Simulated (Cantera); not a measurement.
Input (Python, Cantera) and output of one run.

```python
import numpy as np
import cantera as ct

gas_names = [...]  # 96 gases of nasa_gas.yaml made of C, Cl, H, Ti
cond_names = """
    C(gr) C6H6(L) C7H8(L) C8H18(L),n-octa Ti(a) Ti(b) Ti(L) TiC(s) TiC(L) TiCL2(s) TiCL3(s) TiCL4(L)
""".split()


# ... load() reads the species with a 1 bar reference pressure and builds the phases ...
atoms = {
    'TiCl4': {'Ti': 1, 'CL': 4},
    'C3H8': {'C': 3, 'H': 8},
    'H2': {'H': 2},
}
top_T = {'C(gr)': 4500, 'TiCL2(s)': 1300, 'TiCL3(s)': 1000}  # K; cautious upper limits of use, not melting points


# ... equilibrate(T, P, feed) seeds the gas with the atoms and calls Mixture.equilibrate('TP', solver="vcs", rtol=1e-11, max_steps=5000) ...
results = []
feed = {'TiCl4': 1, 'C3H8': 1.2, 'H2': 2.3}  # mol
T = 1775  # K
P = 200  # Pa
mix = equilibrate(T, P, feed)
results.append((T, P, feed, dict(zip(mix.species_names, mix.species_moles))))
x = sorted(zip(gas.X, gas.species_names), reverse=True)
print(f"T = {T:g} K  P = {P:g} Pa  gas = {mix.phase_moles(0):.4g} mol")
print("   x: " + "  ".join(f"{s} {v:.3e}" for v, s in x if v > 1e-06))
print("   condensed (mol): " + ("  ".join(f"{mix.phase(i).name} {mix.phase_moles(i):.4g}"
      for i in range(1, mix.n_phases) if mix.phase_moles(i) > 1e-12) or "none"))
```

It prints:

```
T = 1775 K  P = 200 Pa  gas = 9.13 mol
   x: H2 5.598e-01  HCL 4.309e-01  H 4.842e-03  CL 2.864e-03  TiCL3 1.200e-03  TiCL2 3.572e-04  C2H2,acetylene 7.970e-05  TiCL4 2.053e-05
   condensed (mol): C(gr) 2.613  TiC(s) 0.9856
```

These are equilibrium values from Cantera (NASA tables, ideal gas, pure condensed phases), not measurements of a reactor. The tables' values for TiCl2 are old estimates; treat these amounts as uncertain. TiC: taken at fixed stoichiometry.
